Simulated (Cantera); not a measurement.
Charge: 1 mol PbO, a varied amount of CO, at 1800 K and 20.0 Pa.

These are equilibrium values from Cantera (NASA tables, ideal gas, pure condensed phases), not measurements of a reactor. Candidate condensed phases: C, Pb, PbO, PbO₂, Pb₃O₄; 15 gas species. Rates play no part.

x: gas mole fraction; nothing condenses.

| n(CO) (mol) | x CO | x Pb | x CO₂ | x PbO | x O₂ | x O |
|---|---|---|---|---|---|---|
| 0.92 | 0.0417 | 0.472 | 0.426 | 0.0368 | 0.0221 | 0.00128 |
| 1.1 | 0.0799 | 0.454 | 0.440 | 0.0191 | 0.00643 | 0.000690 |
| 1.4 | … | … | … | … | … | … |
| 1.7 | 0.264 | 0.366 | 0.365 | 0.00386 | 0.000405 | 0.000173 |
| 2.1 | … | … | … | … | … | … |
| 2.6 | 0.446 | 0.276 | 0.276 | 0.00131 | 8.12e-5 | 7.75e-5 |
| 3.1 | 0.513 | 0.243 | 0.243 | 0.000877 | 4.74e-5 | 5.92e-5 |
| 3.9 | 0.592 | 0.204 | 0.203 | 0.000533 | 2.50e-5 | 4.30e-5 |

Fill in the missing entries.


- 1.4, x CO: 0.176
- 1.4, x Pb: 0.409
- 1.4, x CO₂: 0.406
- 1.4, x PbO: 0.00719
- 1.4, x O₂: 0.00113
- 1.4, x O: 0.000289
- 2.1, x CO: 0.357
- 2.1, x Pb: 0.320
- 2.1, x CO₂: 0.320
- 2.1, x PbO: 0.00219
- 2.1, x O₂: 0.000170
- 2.1, x O: 0.000112
